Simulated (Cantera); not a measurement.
Input: 1 mol B, 0.065 mol H2O, equilibrated at 1825 °C and 100 Torr.

Equilibrium computed with Cantera from the NASA thermochemical tables; the gas is ideal and each condensed phase is pure. Candidate condensed phases: B, B2O3, B3O3H3, H2O; 23 gas species. The tables' values for BH2 are old estimates; treat these amounts as uncertain. The numbers say what is thermodynamically allowed, not how fast it happens.

Base state: H2 0.555, HBO 0.204, B2O2 0.177, BO 0.0306, B2O3 0.0218, H 0.00629, HBO2 0.00377, B2O 0.000570 (mole fractions); condensed: B(s).

### Question
What changes in the equilibrium state with this change: temperature from 1825 °C to 2127 °C?

### Answer
| species | before | after |
|---|---|---|
| H2 | 0.555 | 0.497 |
| HBO | 0.204 | 0.199 |
| B2O2 | 0.177 | 0.132 |
| BO | 0.0306 | 0.128 |
| H | 0.00629 | 0.0307 |
| B2O3 | 0.0218 | 0.00525 |
| B3O3H3 | 2.20e-5 | 2.80e-7 |
| B | 4.74e-6 | 0.000239 |
| B(s), mol | 0.937 | 0 |
| B(l), mol | 0 | 0.935 |
Gases not in the tables: B2H6 and higher boranes.

### Question
What changes in the equilibrium state with this change: temperature from 1825 °C to 1100 °C?

### Answer
```json
[
 {"species": "H2", "before": "0.555", "after": "0.995"},
 {"species": "B3O3H3", "before": "2.20e-5", "after": "0.00253"},
 {"species": "HBO", "before": "0.204", "after": "0.00216"},
 {"species": "B2O2", "before": "0.177", "after": "5.10e-5"},
 {"species": "BO", "before": "0.0306", "after": "6.28e-7"},
 {"species": "B2O3", "before": "0.0218", "after": "9.39e-6"},
 {"species": "B2O", "before": "0.000570", "after": "<1e-9"},
 {"species": "H", "before": "0.00629", "after": "9.10e-6"},
 {"species": "BH2", "before": "0.000444", "after": "2.34e-6"},
 {"species": "HBO2", "before": "0.00377", "after": "3.95e-5"},
 {"species": "B(s), mol", "before": "0.937", "after": "0.956"},
 {"species": "B2O3(l), mol", "before": "0", "after": "0.0215"}
]
```
Mutual solubility and eutectic melting of coexisting phases are not modelled.
